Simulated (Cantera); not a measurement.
Feed: 1 mol SiH2Cl2, 0.036 mol C2H4, 1.2 mol H2, at 0.133 bar.

Method: chemical equilibrium by Gibbs-energy minimisation in Cantera with the NASA 1993 tables (ideal gas, pure condensed phases). Candidate condensed phases: C, C6H6, C7H8, C8H18, Si, SiC; 109 gas species. Mutual solubility and eutectic melting of coexisting phases are not modelled. The tables' values for SiCl3, SiCl are old estimates; treat these amounts as uncertain. Gases not in the tables: Si2H6 and higher silanes. Rates play no part. All values below are at 1900 K.

Base state: H2 0.592, HCl 0.205, SiCl2 0.193, SiCl3 0.00626, H 0.00167, SiCl 0.000455, Cl 0.000438, SiCl4 0.000275 (mole fractions); condensed: Si(l) + SiC(s).

What changes in the equilibrium state with this change: C2H4 from 0.036 to 0.24 mol?


| species | before | after |
|---|---|---|
| H2 | 0.592 | 0.601 |
| HCl | 0.205 | 0.255 |
| SiCl2 | 0.193 | 0.135 |
| Si | 9.46e-5 | 4.37e-5 |
| SiH | 2.31e-5 | 1.07e-5 |
| Si(l), mol | 0.274 | 0 |
| SiC(s), mol | 0.0720 | 0.480 |
